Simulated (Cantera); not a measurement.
## Premixed flame

A freely propagating, adiabatic, planar premixed flame of H2 : O2 : N2 = 1 : 0.658 : 2.47 (molar parts), equivalence ratio 0.76, unburnt at 300 K and 550000 Pa; mixture-averaged transport, grid criteria slope 0.08 and curve 0.16, no radiation.

Detailed kinetics in Cantera: the H2/O2 subset of GRI-Mech 3.0, which has no nitrogen chemistry. The hydrogen kinetics of GRI-Mech 3.0 are dated; newer H2 mechanisms differ, most at raised pressure. Burning velocities carry a grid error of a few per cent, more on coarse grids.

```csv
z (mm),T (K),u (m/s),x H2,x O2,x H,x OH,x O,x H2O2
-0.173,300,0.816,0.241,0.160,<1e-8,<1e-8,<1e-8,<1e-8
-0.115,302,0.815,0.236,0.161,<1e-8,<1e-8,<1e-8,2.52e-7
-0.0864,305,0.818,0.229,0.162,<1e-8,<1e-8,<1e-8,1.04e-6
-0.0576,328,0.859,0.208,0.166,<1e-8,1.08e-8,4.54e-8,1.04e-5
-0.0288,571,1.41,0.143,0.164,3.12e-6,1.33e-5,6.08e-6,0.000163
-0.0144,956,2.32,0.0972,0.142,0.000484,0.000453,0.000187,0.000200
0,1361,3.27,0.0552,0.107,0.00294,0.00197,0.00139,4.15e-5
0.0144,1626,3.91,0.0272,0.0779,0.00476,0.00486,0.00287,5.55e-6
0.0288,1775,4.26,0.0144,0.0628,0.00432,0.00717,0.00328,3.41e-6
0.0576,1916,4.59,0.00663,0.0537,0.00223,0.00800,0.00246,2.03e-6
0.115,2007,4.79,0.00286,0.0508,0.000636,0.00615,0.00111,1.14e-6
0.230,2049,4.88,0.000991,0.0502,0.000128,0.00386,0.000387,6.10e-7
0.461,2063,4.91,0.000367,0.0503,3.05e-5,0.00250,0.000155,3.75e-7
```
x: mole fraction of selected species; z is measured from the peak of heat release.

```json
{
  "laminar_burning_velocity": "81.7 cm/s",
  "thermal_thickness": "0.0576 mm",
  "peak x(H)": "0.00482",
  "peak x(OH)": "0.00810",
  "peak x(O)": "0.00328",
  "peak x(H2O2)": "0.000216"
}
```
